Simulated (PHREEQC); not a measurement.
**Metal-bearing waste water**

Consider water at 25 °C with 0.0022 mol CuSO4, 0.011 mol H3AsO4 and 0.00021 mol NaCl per kg of water. Closed to the air; pH follows from the charge balance.

All values are PHREEQC results (ion-association model, wateq4f.dat), not measurements.

| Item | Result |
|---|---|
| pH | 2.31 |
| ionic strength | 0.0129 mol/kgw |
| total alkalinity | -11.0 meq/kg |

```json
[
 {"species": "H2AsO4-", "molality": "0.00590", "activity": "0.00525", "log γ": "-0.050"},
 {"species": "H+", "molality": "0.00540", "activity": "0.00489", "log γ": "-0.043"},
 {"species": "H3AsO4", "molality": "0.00511", "activity": "0.00512", "log γ": "0.001"},
 {"species": "Cu+2", "molality": "0.00196", "activity": "0.00127", "log γ": "-0.190"},
 {"species": "SO4-2", "molality": "0.00146", "activity": "0.000931", "log γ": "-0.196"},
 {"species": "HSO4-", "molality": "0.000496", "activity": "0.000442", "log γ": "-0.050"},
 {"species": "CuSO4", "molality": "0.000240", "activity": "0.000241", "log γ": "0.001"},
 {"species": "Cl-", "molality": "0.000209", "activity": "0.000186", "log γ": "-0.051"},
 {"species": "Na+", "molality": "0.000209", "activity": "0.000187", "log γ": "-0.050"},
 {"species": "NaSO4-", "molality": "9.73e-7", "activity": "8.71e-7", "log γ": "-0.048"},
 {"species": "CuCl+", "molality": "7.12e-7", "activity": "6.34e-7", "log γ": "-0.050"},
 {"species": "HAsO4-2", "molality": "1.18e-7", "activity": "7.44e-8", "log γ": "-0.201"}
]
```

No solid was allowed to form. The database has no arsenate complexes of Cu.
